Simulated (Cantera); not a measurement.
An adiabatic, constant-pressure homogeneous reactor starts with C₃H₈ : O₂ : N₂ : H₂O = 1 : 2.38 : 8.95 : 3.2 (molar parts), equivalence ratio 2.1, at 1075 K and 12.0 bar.

Cantera simulation using GRI-Mech 3.0 (53 species, 325 reactions); the numbers are that mechanism's predictions, not measurements. GRI-Mech 3.0 was tuned for natural gas; its chemistry of propane as a main component is partial and can be far from experiment. The pressure lies above the range GRI-Mech 3.0 was tuned for (to about 10 atm).

One state of this run: T (K) = 1105; x C₃H₈ = 0.0476; x O₂ = 0.142; x H₂O = 0.212; x C₂H₆ = 0.00151; x NO = <1e-12; x CH₂CO = 0.000227. x: mole fraction; the columns are a selection and need not sum to one.

Q: Which value of t (s) does it belong to?
A. 4.00e-6
B. 0.0159
C. 1.59e-5
D. 6.33e-5

A: B, 0.0159
